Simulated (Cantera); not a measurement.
Equilibrium for boron, boron nitride and boron oxide: B + O2 + H2

A closed system holds: 1 mol B, 0.49 mol O2, 9.4 mol H2, equilibrated at 1350 K.

Equilibrium computed with Cantera from the NASA thermochemical tables; the gas is ideal and each condensed phase is pure. Candidate condensed phases: B, B2O3, B3O3H3, H2O; 23 gas species. Mutual solubility and eutectic melting of coexisting phases are not modelled. Rates play no part.

At 0.0750 Torr the condensed part is B(s). From 0.345 Torr to 750 Torr the condensed part is B(s) + B2O3(l). The main B-bearing gas is B2O2 at 0.0750 Torr and B3O3H3 at 750 Torr. The share of B in condensed phases is highest at 34.5 Torr (93.0 %) and lowest at 0.0750 Torr (5.6 %).

```csv
P (Pa),x H2,x HBO,x B2O2,x B3O3H3,x B2O3,x HBO2,x BO,x H,n B(s),n B2O3(l)
10,0.930,0.0427,0.0229,2.73e-5,0.00307,0.000554,0.000348,0.000230,0.0558,0
46,0.962,0.0267,0.00866,0.000141,0.00153,0.000457,9.98e-5,0.000109,0.205,0.166
220,0.985,0.0123,0.00181,0.000320,0.000320,0.000211,2.09e-5,5.04e-5,0.294,0.269
1000,0.993,0.00581,0.000398,0.000691,7.03e-5,9.95e-5,4.59e-6,2.37e-5,0.320,0.298
4600,0.996,0.00271,8.66e-5,0.00149,1.53e-5,4.65e-5,9.98e-7,1.11e-5,0.324,0.303
22000,0.995,0.00124,1.81e-5,0.00325,3.20e-6,2.12e-5,2.09e-7,5.07e-6,0.312,0.292
100000,0.992,0.000581,3.98e-6,0.00691,7.03e-7,9.95e-6,4.59e-8,2.37e-6,0.280,0.260
```
x: gas mole fraction; n: condensed amount in mol.
